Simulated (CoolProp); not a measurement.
Methane at 326.83 K and 2.54 MPa flows at 1.2 m/s in a round tube of 20 mm bore and 0.25 µm roughness, fully developed (64/Re and Nu = 3.66 if laminar; Colebrook and Gnielinski if turbulent). Each further row changes one setting.

Computed with CoolProp (reference Helmholtz-energy equation of state, Setzmann 1991).

```json
[
 {"case": "as stated", "Reynolds number": "29800", "Darcy friction factor": "(withheld)", "pressure drop (Pa/m)": "(withheld)", "heat-transfer coefficient (W/(m² K))": "145", "mass flow (kg/h)": "(withheld)"},
 {"case": "velocity 2.4 m/s", "Reynolds number": "59600", "Darcy friction factor": "0.0201", "pressure drop (Pa/m)": "44.8", "heat-transfer coefficient (W/(m² K))": "(withheld)", "mass flow (kg/h)": "(withheld)"},
 {"case": "diameter 40 mm", "Reynolds number": "59600", "Darcy friction factor": "0.0201", "pressure drop (Pa/m)": "(withheld)", "heat-transfer coefficient (W/(m² K))": "(withheld)", "mass flow (kg/h)": "83.9"}
]
```

Question: What belongs in the gaps?

Answer: 
- as stated, Darcy friction factor: 0.0236
- as stated, pressure drop (Pa/m): 13.1
- as stated, mass flow (kg/h): 21.0
- velocity 2.4 m/s, heat-transfer coefficient (W/(m² K)): 249
- velocity 2.4 m/s, mass flow (kg/h): 42.0
- diameter 40 mm, pressure drop (Pa/m): 5.60
- diameter 40 mm, heat-transfer coefficient (W/(m² K)): 124

Viscosity comes from a separate model (Quiñones-Cisneros 2006). Thermal conductivity comes from a separate model (Friend 1989).
